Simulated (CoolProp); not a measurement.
A closed Brayton cycle with carbon dioxide: compressor inlet 305.15 K and 9.4 MPa, high pressure 30.1 MPa, turbine inlet 855 K, compressor efficiency 0.89, turbine efficiency 0.9, recuperator effectiveness 0 (on enthalpy, no pinch check). Each further row changes one setting.

Values from CoolProp's reference Helmholtz-energy equation of state, Span 1996.

| case | thermal efficiency (%) | net work (kJ/kg) | compressor to turbine work | compressor exit (K) | turbine exit (K) |
|---|---|---|---|---|---|
| as stated | 16.8 | 128 | 0.19 | 333.8 | 713.0 |
| turbine inlet 805 K | 16.9 | 117 | 0.20 | 333.8 | 668.0 |
| compressor inlet 315.15 K | 17.3 | 119 | 0.24 | 369.2 | 713.0 |
| high pressure 25.6 MPa | 14.8 | 114 | 0.17 | 328.8 | 732.1 |
| recuperator effectiveness 0.5 | 24.5 | 128 | 0.19 | 333.8 | 713.0 |
